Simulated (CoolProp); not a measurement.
A simple Rankine cycle with neopentane: condensing at 291.15 K, boiler at 0.579 MPa, turbine inlet 492.6 K, turbine efficiency 0.6, pump efficiency 0.7, no recuperator. Each further row changes one setting.

Model: reference Helmholtz-energy equation of state, Lemmon 2006, in CoolProp. It is a short technical equation, of lower accuracy than the large ones.

| case | thermal efficiency (%) | net work (kJ/kg) | heat in (kJ/kg) | turbine exit temperature (K) | volume ratio over the turbine |
|---|---|---|---|---|---|
| as stated | (withheld) | (withheld) | 733 | 471.8 | 4.20 |
| turbine inlet 512.6 K | (withheld) | 47.5 | (withheld) | 491.8 | (withheld) |
| condensing temperature 283.15 K | 7.2 | (withheld) | 751 | 468.1 | 5.52 |
| boiler pressure 0.405 MPa | 4.7 | 34.8 | 736 | 477.2 | (withheld) |
| turbine efficiency 0.5 | 5.1 | 37.6 | 733 | 474.9 | 4.23 |

Problem. What belongs in the gaps?

Solution. 
- as stated, thermal efficiency (%): 6.2
- as stated, net work (kJ/kg): 45.4
- turbine inlet 512.6 K, thermal efficiency (%): 6.0
- turbine inlet 512.6 K, heat in (kJ/kg): 786
- turbine inlet 512.6 K, volume ratio over the turbine: 4.19
- condensing temperature 283.15 K, net work (kJ/kg): 54.0
- boiler pressure 0.405 MPa, volume ratio over the turbine: 2.93
